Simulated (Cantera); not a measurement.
Thermodynamics of iron carbonyl, mercury and lead vapours, feed Hg + H2

A closed system holds: 1 mol Hg, 0.51 mol H2, held at 1 atm.

Method: chemical equilibrium by Gibbs-energy minimisation in Cantera with the NASA 1993 tables (ideal gas, pure condensed phases). Candidate condensed phases: Hg; 3 gas species. Rates play no part.

| T (°C) | log p H2 | log p Hg | n Hg(l) |
|---|---|---|---|
| 177 | 0.00 | -1.98 | 0.995 |
| 227 | -0.02 | -1.28 | 0.972 |
| 277 | -0.09 | -0.72 | 0.880 |
| 327 | -0.35 | -0.24 | 0.346 |
| 377 | -0.47 | -0.17 | 0 |
| 427 | -0.47 | -0.17 | 0 |
| 477 | -0.47 | -0.17 | 0 |
| 527 | -0.47 | -0.17 | 0 |
| 577 | -0.47 | -0.17 | 0 |
| 627 | -0.47 | -0.17 | 0 |
| 677 | -0.47 | -0.17 | 0 |
log p: log10 of the partial pressure in bar; n: condensed amount in mol.

From 177 °C to 327 °C the condensed part is Hg(l). From 377 °C to 677 °C nothing is condensed. The main Hg-bearing gas is Hg throughout.
